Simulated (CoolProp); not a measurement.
Ethanol at several states: fugacity coefficient from the reference equation and from simpler models built on Tc = 514.7 K, pc = 6.268 MPa, ω = 0.644; each cubic takes its own stable root.

Values from CoolProp's reference Helmholtz-energy equation of state, Schroeder 2014.

```json
[
 {"T (K)": "359.1", "p (MPa)": "0.0801", "phase": "gas", "reference": "0.9776"},
 {"T (K)": "307.4", "p (MPa)": "20", "phase": "liquid", "reference": "0.001036"},
 {"T (K)": "303.4", "p (MPa)": "2.25", "phase": "liquid", "reference": "0.004936"},
 {"T (K)": "549.1", "p (MPa)": "2.44", "phase": "gas", "reference": "0.9161"}
]
```

Problem. How far does each simpler model (Redlich-Kwong, Soave-Redlich-Kwong, Peng-Robinson) lie from the reference over these 4 states: mean and median of the absolute difference, and the worst?

Solution. 
- Redlich-Kwong: mean 454.1 %, median 448.4 %, worst +918.3 % at 307.4 K and 20 MPa
- Soave-Redlich-Kwong: mean 2.7 %, median 2.1 %, worst -5.7 % at 303.4 K and 2.25 MPa
- Peng-Robinson: mean 3.2 %, median 3.1 %, worst +5.8 % at 307.4 K and 20 MPa
